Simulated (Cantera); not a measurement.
Hydrocarbon pyrolysis for carbon deposition

A perfectly stirred reactor is fed with 0.585 % CH₄, 99.4 % N₂, at 0.132 atm; it is held at 2000 K, and followed from long to short residence time.

Detailed kinetics in Cantera: GRI-Mech 3.0 (53 species, 325 reactions). GRI-Mech 3.0 stops at C3 and has no aromatics, soot or wall deposition, so with more carbon than oxygen in the feed, carbon stays in small species such as C2H2 where larger ones or solid carbon would form.

```tsv
τ (s)	x CH₄	x HCN	x H	x H₂	x C₂H₄	x C₂H	x C₂H₆
6.0	1.33e-5	0.00311	0.000277	0.00855	4.89e-8	8.08e-7	1.17e-10
2.3	3.02e-5	0.00243	0.000241	0.00853	1.61e-7	8.79e-7	4.62e-10
0.85	6.85e-5	0.00159	0.000211	0.00847	5.93e-7	9.58e-7	1.84e-9
0.32	0.000148	0.000876	0.000184	0.00834	2.03e-6	9.72e-7	6.57e-9
0.12	0.000310	0.000417	0.000157	0.00806	6.42e-6	9.04e-7	2.15e-8
0.045	0.000630	0.000177	0.000131	0.00750	1.87e-5	7.78e-7	6.46e-8
0.017	0.00122	6.76e-5	0.000104	0.00649	4.83e-5	6.20e-7	1.72e-7
0.0063	0.00224	2.09e-5	7.57e-5	0.00478	0.000105	4.28e-7	3.86e-7
```
x: mole fraction; the columns are a selection and need not sum to one.
